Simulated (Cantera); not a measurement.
A Cantera script and what it prints.

```python
import numpy as np
import cantera as ct

gas_names = """
    CL CL2 H HCL H2 Si SiCL SiCL2 SiCL3 SiCL4 SiH SiHCL3 SiH2 SiH2CL2 SiH3 SiH3CL SiH4 Si2 Si3
""".split()
cond_names = """
    Si(cr) Si(L)
""".split()


def load(file, names, dense=False):
    # The tables refer to 1 bar. Condensed volumes are neglected.
    table = {s.name: s for s in ct.Species.list_from_file(file)}
    out = []
    for n in names:
        d = dict(table[n].input_data)
        d["thermo"] = dict(d["thermo"], **{"reference-pressure": 1e5})
        if dense:
            d["equation-of-state"] = {"model": "constant-volume", "density": "1e6 g/cm^3"}
        out.append(ct.Species.from_dict(d))
    return out


gas = ct.Solution(thermo="ideal-gas", species=load("nasa_gas.yaml", gas_names))
cond = {s.name: ct.Solution(thermo="fixed-stoichiometry", species=[s], name=s.name)
        for s in load("nasa_condensed.yaml", cond_names, dense=True)}
atoms = {
    'Si': {'Si': 1},
    'Cl2': {'CL': 2},
    'H2': {'H': 2},
}
top_T = {}  # K; cautious upper limits of use, not melting points


def equilibrate(T, P, feed):
    n = {}
    for name, mol in feed.items():
        for a, k in atoms[name].items():
            n[a] = n.get(a, 0.0) + k * mol
    gas.TPX = T, P, n
    mass = sum(n.values()) * gas.mean_molecular_weight
    gas.equilibrate("TP")
    valid = [c for c in cond.values() if c.min_temp <= T <= top_T.get(c.name, c.max_temp)]
    mix = ct.Mixture([(gas, mass / gas.mean_molecular_weight)] + [(c, 0.0) for c in valid])
    mix.T, mix.P = T, P
    mix.equilibrate("TP", solver="vcs", rtol=1e-11, max_steps=5000)
    return mix


results = []
feed = {'Si': 1, 'Cl2': 1.8, 'H2': 0.71}  # mol
T = 925  # K
P = 1100000  # Pa
mix = equilibrate(T, P, feed)
results.append((T, P, feed, dict(zip(mix.species_names, mix.species_moles))))
x = sorted(zip(gas.X, gas.species_names), reverse=True)
print(f"T = {T:g} K  P = {P:g} Pa  gas = {mix.phase_moles(0):.4g} mol")
print("   x: " + "  ".join(f"{s} {v:.3e}" for v, s in x if v > 0.001))
print("   condensed (mol): " + ("  ".join(f"{mix.phase(i).name} {mix.phase_moles(i):.4g}"
      for i in range(1, mix.n_phases) if mix.phase_moles(i) > 1e-12) or "none"))
```

It prints:

```
T = 925 K  P = 1.1e+06 Pa  gas = 1.53 mol
   x: SiCL4 4.358e-01  H2 3.559e-01  SiHCL3 1.960e-01  SiH2CL2 8.656e-03  HCL 2.875e-03
   condensed (mol): Si(cr) 0.01916
```

Cantera equilibrium calculation (NASA polynomials, part measured and part estimated; ideal gas, pure solids and liquids). The tables' values for SiCl3 are old estimates; treat these amounts as uncertain.
